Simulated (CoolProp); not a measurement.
Vapour-liquid equilibrium of dimethyl carbonate (1) + n-nonane (2) at 421.2 K; x and y are mole fractions of (1).

Model: multi-fluid Helmholtz-energy mixture model, Zhou 2011 and Lemmon 2006; pair parameters Bell 2016, in CoolProp.

Question: Give the bubble pressure and the first vapour's composition at x = 0.35, 0.65, 0.8. Is there an azeotrope?

Answer: x = 0.35: 0.3336 MPa, y = 0.779; x = 0.65: 0.4173 MPa, y = 0.865; x = 0.8: 0.4455 MPa, y = 0.903. No azeotrope shows between x = 0.05 and 0.95.

Pair parameters are fitted to limited data, so mixtures are less certain than the pure fluids.
